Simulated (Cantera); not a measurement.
A Cantera script and what it prints.

```python
import numpy as np
import cantera as ct

gas_names = """
    CL CL2 H HCL H2 Si SiCL SiCL2 SiCL3 SiCL4 SiH SiHCL3 SiH2 SiH2CL2 SiH3 SiH3CL SiH4 Si2 Si3
""".split()
cond_names = """
    Si(cr) Si(L)
""".split()


def load(file, names, dense=False):
    # The tables refer to 1 bar. Condensed volumes are neglected.
    table = {s.name: s for s in ct.Species.list_from_file(file)}
    out = []
    for n in names:
        d = dict(table[n].input_data)
        d["thermo"] = dict(d["thermo"], **{"reference-pressure": 1e5})
        if dense:
            d["equation-of-state"] = {"model": "constant-volume", "density": "1e6 g/cm^3"}
        out.append(ct.Species.from_dict(d))
    return out


gas = ct.Solution(thermo="ideal-gas", species=load("nasa_gas.yaml", gas_names))
cond = {s.name: ct.Solution(thermo="fixed-stoichiometry", species=[s], name=s.name)
        for s in load("nasa_condensed.yaml", cond_names, dense=True)}
atoms = {
    'SiCl4': {'Si': 1, 'CL': 4},
    'Cl2': {'CL': 2},
    'H2': {'H': 2},
}
top_T = {}  # K; cautious upper limits of use, not melting points


def equilibrate(T, P, feed):
    n = {}
    for name, mol in feed.items():
        for a, k in atoms[name].items():
            n[a] = n.get(a, 0.0) + k * mol
    gas.TPX = T, P, n
    mass = sum(n.values()) * gas.mean_molecular_weight
    gas.equilibrate("TP")
    valid = [c for c in cond.values() if c.min_temp <= T <= top_T.get(c.name, c.max_temp)]
    mix = ct.Mixture([(gas, mass / gas.mean_molecular_weight)] + [(c, 0.0) for c in valid])
    mix.T, mix.P = T, P
    mix.equilibrate("TP", solver="vcs", rtol=1e-11, max_steps=5000)
    return mix


results = []
feed = {'SiCl4': 1, 'Cl2': 0.91, 'H2': 3.1}  # mol
T = 1000  # K
P = 1000  # Pa
mix = equilibrate(T, P, feed)
results.append((T, P, feed, dict(zip(mix.species_names, mix.species_moles))))
x = sorted(zip(gas.X, gas.species_names), reverse=True)
print(f"T = {T:g} K  P = {P:g} Pa  gas = {mix.phase_moles(0):.4g} mol")
print("   x: " + "  ".join(f"{s} {v:.3e}" for v, s in x if v > 1e-06))
print("   condensed (mol): " + ("  ".join(f"{mix.phase(i).name} {mix.phase_moles(i):.4g}"
      for i in range(1, mix.n_phases) if mix.phase_moles(i) > 1e-12) or "none"))
```

Output:

```
T = 1000 K  P = 1000 Pa  gas = 5.011 mol
   x: H2 4.351e-01  HCL 3.653e-01  SiCL4 1.974e-01  SiHCL3 1.657e-03  SiCL3 4.370e-04  SiCL2 2.343e-05  SiH2CL2 1.500e-06
   condensed (mol): none
```

Cantera equilibrium calculation (NASA polynomials, part measured and part estimated; ideal gas, pure solids and liquids). The tables' values for SiCl3 are old estimates; treat these amounts as uncertain.
